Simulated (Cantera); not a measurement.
An adiabatic, constant-pressure homogeneous reactor starts with 6.22 % CH4, 19.7 % O2, 74.1 % N2, at 1475 K and 640000 Pa.

Model: GRI-Mech 3.0 (53 species, 325 reactions), integrated in Cantera.

x: mole fraction; the columns are a selection and need not sum to one.

| t (s) | T (K) | x CH4 | x O2 | x CH2 | x C2H | x C2H4 |
|---|---|---|---|---|---|---|
| 2.00e-6 | 1475 | 0.0622 | 0.197 | <1e-12 | <1e-12 | 5.12e-12 |
| 4.85e-6 | 1475 | 0.0622 | 0.197 | <1e-12 | <1e-12 | 1.05e-10 |
| 1.18e-5 | 1475 | 0.0622 | 0.197 | 2.08e-12 | <1e-12 | ? |
| 2.85e-5 | 1475 | 0.0622 | 0.197 | 2.69e-11 | <1e-12 | ? |
| 6.91e-5 | 1476 | 0.0620 | 0.197 | 3.30e-10 | <1e-12 | ? |
| 0.000168 | 1483 | 0.0603 | 0.196 | 2.64e-9 | <1e-12 | ? |
| 0.000406 | 2620 | <1e-12 | 0.0716 | <1e-12 | <1e-12 | <1e-12 |
| 0.000985 | 2614 | <1e-12 | 0.0698 | <1e-12 | <1e-12 | <1e-12 |
| 0.00239 | 2605 | <1e-12 | 0.0672 | <1e-12 | <1e-12 | <1e-12 |
| 0.00579 | 2599 | <1e-12 | 0.0653 | <1e-12 | <1e-12 | <1e-12 |
| 0.0140 | 2598 | <1e-12 | 0.0650 | <1e-12 | <1e-12 | <1e-12 |
| 0.0340 | 2598 | <1e-12 | 0.0650 | <1e-12 | <1e-12 | <1e-12 |
| 0.0825 | 2598 | <1e-12 | 0.0650 | <1e-12 | <1e-12 | <1e-12 |
| 0.200 | 2598 | <1e-12 | 0.0650 | <1e-12 | <1e-12 | <1e-12 |

**Question.** Some entries are withheld; supply them.

**Answer.** 
- 1.18e-5, x C2H4: 2.35e-9
- 2.85e-5, x C2H4: 7.29e-8
- 6.91e-5, x C2H4: 2.64e-6
- 0.000168, x C2H4: 5.91e-5
